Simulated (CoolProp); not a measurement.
Vapour-liquid equilibrium of CHF3 (R23) (1) + R227EA (2) at -51.45 °C; x and y are mole fractions of (1).

Computed with CoolProp (multi-fluid Helmholtz-energy mixture model, Penoncello 2003 and Lemmon 2016; pair parameters Bell 2016).

| x | bubble pressure, mixture model (bar) | bubble pressure, Raoult's law (bar) | y, mixture model | y, Raoult's law |
|---|---|---|---|---|
| 0.05 | 0.3977 | 0.3829 | 0.598 | 0.589 |
| 0.2 | 1.149 | 1.035 | (withheld) | 0.872 |
| 0.35 | 1.881 | 1.687 | 0.936 | 0.936 |
| 0.5 | 2.532 | 2.339 | (withheld) | 0.965 |
| 0.65 | 3.109 | 2.991 | (withheld) | 0.981 |
| 0.8 | (withheld) | 3.643 | 0.986 | 0.991 |
| 0.95 | (withheld) | 4.295 | 0.996 | 0.998 |

Question: Complete the blanks.

Answer: 
- 0.2, y, mixture model: 0.878
- 0.5, y, mixture model: 0.960
- 0.65, y, mixture model: 0.975
- 0.8, bubble pressure, mixture model (bar): 3.669
- 0.95, bubble pressure, mixture model (bar): 4.283

The largest gap from Raoult's law is +11.5 % in bubble pressure, at x = 0.35. No azeotrope shows between x = 0.05 and 0.95.

Pair parameters are fitted to limited data, so mixtures are less certain than the pure fluids.
